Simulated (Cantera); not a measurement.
A closed system holds: 1 mol AlN, 10 mol HCl, 3.7 mol H2, equilibrated at 1.00 bar.

These are equilibrium values from Cantera (NASA tables, ideal gas, pure condensed phases), not measurements of a reactor. Candidate condensed phases: Al, AlCl3, AlN, NH4Cl; 20 gas species. The tables' values for AlCl2 are old estimates; treat these amounts as uncertain. Kinetics and transport are ignored.

x: gas mole fraction; nothing condenses.

```json
[
 {"T (K)": "700", "x HCl": "0.524", "x H2": "0.389", "x AlCl3": "0.0242", "x N2": "0.0372", "x Al2Cl6": "0.0253"},
 {"T (K)": "800", "x HCl": "0.516", "x H2": "0.383", "x AlCl3": "?", "x N2": "0.0368", "x Al2Cl6": "?"},
 {"T (K)": "900", "x HCl": "0.512", "x H2": "0.380", "x AlCl3": "0.0687", "x N2": "0.0366", "x Al2Cl6": "0.00221"},
 {"T (K)": "1000", "x HCl": "0.511", "x H2": "0.380", "x AlCl3": "0.0720", "x N2": "0.0365", "x Al2Cl6": "0.000516"},
 {"T (K)": "1100", "x HCl": "0.511", "x H2": "0.380", "x AlCl3": "0.0727", "x N2": "0.0365", "x Al2Cl6": "0.000151"},
 {"T (K)": "1200", "x HCl": "0.511", "x H2": "0.380", "x AlCl3": "0.0729", "x N2": "0.0365", "x Al2Cl6": "5.43e-5"},
 {"T (K)": "1300", "x HCl": "0.511", "x H2": "0.380", "x AlCl3": "0.0729", "x N2": "0.0365", "x Al2Cl6": "2.31e-5"},
 {"T (K)": "1400", "x HCl": "0.511", "x H2": "0.380", "x AlCl3": "0.0729", "x N2": "0.0365", "x Al2Cl6": "1.12e-5"},
 {"T (K)": "1500", "x HCl": "0.511", "x H2": "0.379", "x AlCl3": "0.0728", "x N2": "0.0365", "x Al2Cl6": "6.04e-6"},
 {"T (K)": "1600", "x HCl": "0.511", "x H2": "0.379", "x AlCl3": "0.0724", "x N2": "0.0365", "x Al2Cl6": "3.51e-6"},
 {"T (K)": "1700", "x HCl": "0.512", "x H2": "0.379", "x AlCl3": "0.0716", "x N2": "0.0365", "x Al2Cl6": "?"},
 {"T (K)": "1800", "x HCl": "0.513", "x H2": "0.377", "x AlCl3": "0.0699", "x N2": "0.0364", "x Al2Cl6": "1.38e-6"},
 {"T (K)": "1900", "x HCl": "0.515", "x H2": "0.375", "x AlCl3": "0.0666", "x N2": "0.0364", "x Al2Cl6": "8.79e-7"}
]
```

Task: What belongs in the gaps?

Result: 
- 1700, x Al2Cl6: 2.17e-6
- 800, x AlCl3: 0.0541
- 800, x Al2Cl6: 0.00979
